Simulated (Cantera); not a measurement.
Catalytic stagnation flow on Pt

A jet of 6.07 % CH₄, 8.24 % O₂, 85.7 % N₂, equivalence ratio 1.5 at 300 K and 0.0375 atm hits a platinum plate 3.9 cm away at a mass flux of 0.022 kg/m²/s; the plate temperature is set and raised in steps from an oxygen-covered start.

Cantera simulation using Deutschmann's 1995 Pt surface mechanism with GRI-Mech 3.0 gas chemistry; the numbers are that mechanism's predictions, not measurements. Catalytic surfaces can have several steady states; this one follows from the mechanism file's or the stated starting coverage.

```tsv
plate T (K)	wall x CH₄	wall x O₂	wall x H₂O	wall x OH	wall x CO	wall x CO₂	θ free Pt	θ H*	θ CO*	θ C*
850	0.0146	0.00577	0.0848	<1e-8	0.0414	0.00794	0.549	8.39e-5	0.443	0.00789
900	0.0112	0.00452	0.0888	<1e-8	0.0511	0.000741	0.647	0.000594	0.275	0.0780
950	0.00833	0.00349	0.0877	<1e-8	0.0541	0.000690	0.765	0.00105	0.163	0.0708
1000	0.00654	0.00285	0.0863	<1e-8	0.0553	0.00144	0.875	0.00112	0.0964	0.0270
1050	0.00585	0.00263	0.0848	<1e-8	0.0547	0.00292	0.938	0.00105	0.0521	0.00930
1100	0.00563	0.00260	0.0829	<1e-8	0.0531	0.00511	0.968	0.000949	0.0274	0.00348
```
x: mole fraction at the wall; θ: surface coverage.
